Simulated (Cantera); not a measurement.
# CCl4 + H2 (fluorocarbon and chlorocarbon gases)

Input: 1 mol CCl4, 0.25 mol H2, equilibrated at 11.0 Pa.

These are equilibrium values from Cantera (NASA tables, ideal gas, pure condensed phases), not measurements of a reactor. Candidate condensed phases: C, C6H6, C7H8, C8H18; 91 gas species. Rates play no part.

```csv
T (K),x Cl,x Cl2,x HCl,x H,x C3,x C,x C2,x H2,n C(graphite)
675,2.54e-5,0.778,0.222,<1e-12,<1e-12,<1e-12,<1e-12,<1e-12,1.000
875,0.00386,0.774,0.222,<1e-12,<1e-12,<1e-12,<1e-12,<1e-12,1.000
1075,0.0880,0.700,0.212,4.27e-12,<1e-12,<1e-12,<1e-12,9.32e-12,1.00
1275,0.525,0.311,0.164,1.31e-9,<1e-12,<1e-12,<1e-12,3.46e-10,1.000
1475,0.839,0.0319,0.129,1.90e-7,<1e-12,<1e-12,<1e-12,2.37e-8,1.000
1675,0.872,0.00296,0.125,1.38e-5,1.70e-11,6.42e-11,1.39e-12,1.54e-6,1.000
1875,0.875,0.000428,0.124,0.000421,9.39e-9,1.56e-8,7.81e-10,4.54e-5,1.000
2075,0.876,8.93e-5,0.117,0.00633,1.49e-6,1.31e-6,1.28e-7,0.000621,1.000
2275,0.883,2.47e-5,0.0747,0.0400,9.53e-5,5.04e-5,8.43e-6,0.00245,0.998
2475,0.884,8.31e-6,0.0235,0.0866,0.00305,0.00107,0.000280,0.00163,0.952
2675,0.820,2.82e-6,0.00472,0.0973,0.0572,0.0143,0.00545,0.000391,0.0328
```
x: gas mole fraction; n: condensed amount in mol.

From 675 K to 2675 K the condensed part is C(graphite). The main C-bearing gas is CCl4 at 675 K and C3 at 2675 K.
